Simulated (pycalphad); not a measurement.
# Effect of V content in Si-V

CALPHAD calculation (pycalphad, COST 507 light-alloy database (1999)), 1 atm. The database dates from 1999; later assessments differ in places, in temperatures and in the compounds included. Amounts are mole fractions of atoms. Diffusion is slow at the low end, where real alloys seldom reach equilibrium.

```json
[
 {"alloy": "Si-19.2V (at.%)", "liquidus (°C)": "1608", "first solid": "SI2V", "solidus (°C)": "1402", "phases at 417 °C": "SI2V 0.58, diamond (Si) 0.42"},
 {"alloy": "Si-57.6V (at.%)", "liquidus (°C)": "1991", "first solid": "SI3V5", "solidus (°C)": "1670", "phases at 417 °C": "SI3V5 0.83, SI2V 0.17"},
 {"alloy": "Si-76.8V (at.%)", "liquidus (°C)": "1922", "first solid": "SIV3", "solidus (°C)": "1911", "phases at 417 °C": "SIV3 0.96, bcc 0.04"}
]
```

Database names, with the compositions (at.%) that they take in these runs: SI2V: Si 67 V 33; SI3V5: V 62 Si 38; SIV3: V 75-77 Si 23-25.
